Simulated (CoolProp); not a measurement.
Vapour-liquid equilibrium of R22 (1) + C3F8 (R218) (2) at 316.5 K; x and y are mole fractions of (1).

Values from CoolProp's multi-fluid Helmholtz-energy mixture model, Kamei 1995 and Lemmon 2006; pair parameters Bell 2016.

```
x     bubble pressure (MPa)  y at the bubble point  dew pressure at overall composition x (MPa)  liquid density (mol/L)
----  ---------------------  ---------------------  -------------------------------------------  ----------------------
0.05                  1.472                  0.083                                        1.435                   6.501
0.2                   1.696                  0.279                                        1.604                   6.910
0.35                  1.852                  0.423                                        1.777                   7.448
0.5                   1.939                  0.539                                        1.916                   8.183
0.65                  1.960                  0.642                                        1.959                   9.189
0.8                   1.912                  0.754                                        1.875                   10.52
0.95                  1.756                  0.917                                        1.719                   12.22
```

y crosses x between x = 0.5 and 0.65: the model has an azeotrope there.

The pair parameters rest on a limited set of measurements; away from them the model extrapolates.
